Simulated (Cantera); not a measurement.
Input (Python, Cantera) and output of one run.

```python
import numpy as np
import cantera as ct

gas_names = """
    OH
""".split()
cond_names = """
    SrO2H2(s) SrO2H2(L) Sr(a) Sr(b) Sr(L)
""".split()


def load(file, names, dense=False):
    # The tables refer to 1 bar. Condensed volumes are neglected.
    table = {s.name: s for s in ct.Species.list_from_file(file)}
    out = []
    for n in names:
        d = dict(table[n].input_data)
        d["thermo"] = dict(d["thermo"], **{"reference-pressure": 1e5})
        if dense:
            d["equation-of-state"] = {"model": "constant-volume", "density": "1e6 g/cm^3"}
        out.append(ct.Species.from_dict(d))
    return out


species = {s.name: s for s in load("nasa_gas.yaml", gas_names) + load("nasa_condensed.yaml", cond_names)}
# Each term lists the table entries of one substance; the one whose range holds T is used.
reactions = {
    'Sr(OH)2 = Sr + 2 OH(g)':
        [(-1, ['SrO2H2(s)', 'SrO2H2(L)']), (1, ['Sr(a)', 'Sr(b)', 'Sr(L)']), (2, ['OH'])],
}


def pick(names, T):
    return next(species[n] for n in names if species[n].thermo.min_temp <= T <= species[n].thermo.max_temp)


results = []
for label, terms in reactions.items():
    print(label)
    print("     T/K   dH/kJ  dS/(J/K)   dG/kJ   log10 K")
    for T in [1173, 1198, 1223, 1248, 1273, 1298]:
        used = [(nu, pick(names, T)) for nu, names in terms]
        dH = sum(nu * s.thermo.h(T) for nu, s in used) / 1e6
        dS = sum(nu * s.thermo.s(T) for nu, s in used) / 1e3
        dG = dH - T * dS / 1e3
        logK = -dG * 1e6 / (ct.gas_constant * T * np.log(10))
        results.append((label, T, dH, dS, dG, logK, [s.name for _, s in used]))
        print(f"{T:8g} {dH:8.1f} {dS:8.1f} {dG:8.1f} {logK:8.2f}")
```

Result:

```
Sr(OH)2 = Sr + 2 OH(g)
     T/K   dH/kJ  dS/(J/K)   dG/kJ   log10 K
    1173   1001.3    267.6    687.4   -30.61
    1198    999.8    266.4    680.7   -29.68
    1223    998.4    265.2    674.1   -28.79
    1248    997.0    264.0    667.5   -27.94
    1273    995.6    262.9    660.9   -27.12
    1298    994.2    261.8    654.3   -26.33
```

Standard-state values (1 bar) from the NASA 1993 polynomials, evaluated with Cantera. Condensed species are held in their standard states even where they would react or evaporate.
